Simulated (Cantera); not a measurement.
An isothermal, constant-pressure homogeneous reactor starts with CO : O₂ : H₂O : N₂ = 0.0059 : 0.032 : 0.022 : 1 (molar parts), equivalence ratio 0.092, at 1323 K and 1.00 bar.

Model: GRI-Mech 3.0 (53 species, 325 reactions), integrated in Cantera.

One state of this run: x CO = 5.61e-7; x O₂ = 0.0275; x H₂O = 0.0208; x H₂ = 9.89e-8; x NO₂ = 5.79e-10. x: mole fraction; the columns are a selection and need not sum to one.

Which value of t (s) does it belong to?
(A) 300
(B) 0.000971
(C) 0.111
(D) 0.000200

C, 0.111
